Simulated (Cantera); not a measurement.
Gas mixture: 100 % H2, at 1100 Pa, frozen composition.

Cantera's kinetic-theory transport with the Lennard-Jones parameters of GRI-Mech 3.0, ideal gas; thermal conductivity in the mixture-averaged form.

D: mixture-averaged diffusion coefficient of that species in the mixture.

```csv
T (K),ρ (kg/m³),cp (J/kg/K),μ (µPa s),λ (mW/m/K),Pr,D (cm²/s) CH4,D (cm²/s) NO,D (cm²/s) H
400,0.000667,14520,[?],229,0.689,111,117,326
500,0.000533,14530,[?],265,0.689,162,170,475
600,0.000445,14510,[?],298,0.688,220,230,646
700,0.000381,14560,[?],331,0.687,285,297,836
800,0.000333,14690,17.0,363,0.689,356,371,1040
900,0.000296,14870,18.4,396,0.691,433,452,1270
1000,0.000267,14960,19.7,428,0.687,516,538,1510
1100,0.000242,15170,20.9,461,0.688,605,630,1770
1200,0.000222,15380,22.1,494,0.689,699,727,2050
```

Complete the blanks.


- 400, μ (µPa s): 10.9
- 500, μ (µPa s): 12.6
- 600, μ (µPa s): 14.1
- 700, μ (µPa s): 15.6
